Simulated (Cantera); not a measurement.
A closed system holds: 1 mol Si2Cl6, 0.25 mol N2, 88 mol H2, held at 1002 °C and 67.0 Pa.

Method: chemical equilibrium by Gibbs-energy minimisation in Cantera with the NASA 1993 tables (ideal gas, pure condensed phases). Candidate condensed phases: NH4Cl, Si, Si3N4; 28 gas species. The feed counts by its element totals alone. N2 is the only nitrogen source here; it is nearly inert below about 1500 K, so the nitride shown seldom forms there in practice. Mutual solubility and eutectic melting of coexisting phases are not modelled. The tables' values for SiCl3 are old estimates; treat these amounts as uncertain. The numbers say what is thermodynamically allowed, not how fast it happens.

Problem. What is the equilibrium state?

Solution. 
| Quantity | Result |
|---|---|
| x(H2) | 0.941 |
| x(HCl) | 0.0510 |
| x(SiCl2) | 0.00718 |
| x(N2) | 0.000379 |
| x(SiCl3) | 0.000135 |
| x(H) | 2.76e-5 |
| x(SiCl4) | 1.66e-5 |
| x(SiHCl3) | 1.23e-5 |
| x(SiH2Cl2) | 1.27e-6 |
| n(Si(s)) | 1.01 mol |
| n(Si3N4(s)) | 0.108 mol |
| gas amount | 91.03 mol |
